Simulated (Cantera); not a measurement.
A Cantera script and what it prints.

```python
import numpy as np
import cantera as ct

gas_names = """
    Ca CaO CaOH CaO2H2 Ca2 H HO2 H2 H2O H2O2 O OH O2 O3
""".split()
cond_names = """
    Ca(a) Ca(b) Ca(L) CaO(s) CaO(L) CaO2H2(s) H2O(s) H2O(L)
""".split()


# ... load() reads the species with a 1 bar reference pressure and builds the phases ...
atoms = {
    'CaO': {'Ca': 1, 'O': 1},
    'O2': {'O': 2},
    'H2O': {'H': 2, 'O': 1},
}
top_T = {}  # K; cautious upper limits of use, not melting points


# ... equilibrate(T, P, feed) seeds the gas with the atoms and calls Mixture.equilibrate('TP', solver="vcs", rtol=1e-11, max_steps=5000) ...
results = []
feed = {'CaO': 1, 'O2': 0.42, 'H2O': 0.072}  # mol
T = 1173  # K
P = 1000  # Pa
mix = equilibrate(T, P, feed)
results.append((T, P, feed, dict(zip(mix.species_names, mix.species_moles))))
x = sorted(zip(gas.X, gas.species_names), reverse=True)
print(f"T = {T:g} K  P = {P:g} Pa  gas = {mix.phase_moles(0):.4g} mol")
print("   x: " + "  ".join(f"{s} {v:.3e}" for v, s in x if v > 0.0001))
print("   condensed (mol): " + ("  ".join(f"{mix.phase(i).name} {mix.phase_moles(i):.4g}"
      for i in range(1, mix.n_phases) if mix.phase_moles(i) > 1e-12) or "none"))
```

It prints:

```
T = 1173 K  P = 1000 Pa  gas = 0.492 mol
   x: O2 8.537e-01  H2O 1.463e-01
   condensed (mol): CaO(s) 1
```

Method: chemical equilibrium by Gibbs-energy minimisation in Cantera with the NASA 1993 tables (ideal gas, pure condensed phases).
